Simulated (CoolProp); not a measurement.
Vapour-liquid equilibrium of R125 (1) + fluoroethane (R161) (2) at 7.44 bar; x and y are mole fractions of (1).

The numbers come from the multi-fluid Helmholtz-energy mixture model, Lemmon 2005 and Wu 2012; pair parameters Bell 2016 in CoolProp.

| x | bubble temperature, mixture model (°C) | bubble temperature, Raoult's law (°C) | y, mixture model | y, Raoult's law |
|---|---|---|---|---|
| 0.05 | 16.6 | 16.4 | (withheld) | 0.073 |
| 0.2 | (withheld) | 14.0 | (withheld) | 0.274 |
| 0.35 | 11.6 | 11.7 | (withheld) | 0.449 |
| 0.5 | 9.0 | 9.5 | (withheld) | 0.603 |
| 0.65 | 6.8 | 7.5 | 0.731 | 0.738 |
| 0.8 | (withheld) | 5.7 | (withheld) | 0.859 |
| 0.95 | 3.7 | 3.9 | (withheld) | 0.967 |

### Question
Fill in the missing entries.

### Answer

- 0.05, y, mixture model: 0.065
- 0.2, bubble temperature, mixture model (°C): 14.3
- 0.2, y, mixture model: 0.263
- 0.35, y, mixture model: 0.445
- 0.5, y, mixture model: 0.601
- 0.8, bubble temperature, mixture model (°C): 5.0
- 0.8, y, mixture model: 0.846
- 0.95, y, mixture model: 0.959

The largest gap from Raoult's law is -0.7 K in bubble temperature, at x = 0.65. No azeotrope shows between x = 0.05 and 0.95.

The pair parameters rest on a limited set of measurements; away from them the model extrapolates. The gap from Raoult's law changes sign with composition, which may be real or a fault of the pair parameters; it wasn't checked against measurements.
